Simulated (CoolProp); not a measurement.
CH2F2 (R32) along the isobar 6.04 MPa: density (kg/m³) from the reference equation and from simpler models built on Tc = 351.3 K, pc = 5.783 MPa, ω = 0.277; each cubic takes its own stable root.

Model: reference Helmholtz-energy equation of state, Tillner-Roth 1997, in CoolProp.

```csv
T (K),phase,reference,van der Waals,Soave-Redlich-Kwong,Peng-Robinson
184.9,liquid,1316,675.9,1017,1144
201.1,liquid,1276,…,991.4,1116
217.3,liquid,1234,641.7,962.7,1085
233.4,liquid,1191,623.1,931.3,1051
249.6,liquid,1146,602.9,896.0,1012
265.8,liquid,1097,580.9,856.3,968.3
281.9,liquid,1045,556.6,811.5,…
298.1,liquid,986.5,528.9,759.1,858.5
314.3,liquid,918.9,496.2,696.1,786.1
330.4,liquid,834.2,454.8,…,692.6
346.6,liquid,695.7,389.8,487.8,542.2
362.8,supercritical,204.6,192.1,187.6,197.9
378.9,supercritical,158.5,…,149.2,156.0
```

Problem. Some entries are withheld; supply them.

Solution. 
- 201.1, van der Waals: 659.3
- 281.9, Peng-Robinson: 918.0
- 330.4, Soave-Redlich-Kwong: 615.7
- 378.9, van der Waals: 155.1
